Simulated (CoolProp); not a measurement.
The fluid at 298.15 K and 15.3 MPa flows at 2.7 m/s in a round tube of 4.6 mm bore and 15 µm roughness, fully developed (64/Re and Nu = 3.66 if laminar; Colebrook and Gnielinski if turbulent). The same conditions are run with several fluids, on thermodynamics alone (safety and materials aside).

Model: reference Helmholtz-energy equation of state of each fluid (R236FA: Pan 2012; sulfur hexafluoride: Guder 2009; propane: Lemmon 2009; R152A: Outcalt 1996; n-nonane: Lemmon 2006), in CoolProp.

| fluid | Reynolds number | Darcy friction factor | pressure drop (Pa/m) | heat-transfer coefficient (W/(m² K)) | mass flow (kg/h) |
|---|---|---|---|---|---|
| R236FA | 48000 | 0.0292 | (withheld) | 6260 | 230 |
| sulfur hexafluoride | 101000 | 0.0280 | 35000 | 8260 | 255 |
| propane | 53500 | 0.0290 | 12100 | 7100 | 84.8 |
| R152A | 58500 | 0.0288 | 21500 | 8280 | 152 |
| n-nonane | (withheld) | 0.0345 | 19800 | (withheld) | 117 |

### Question
Fill in the missing entries.

### Answer

- R236FA, pressure drop (Pa/m): 32900
- n-nonane, Reynolds number: 11700
- n-nonane, heat-transfer coefficient (W/(m² K)): 3610

Transport values come from each fluid's own correlations; those of R236FA, R152A are estimates that may be off by 10 % or more.
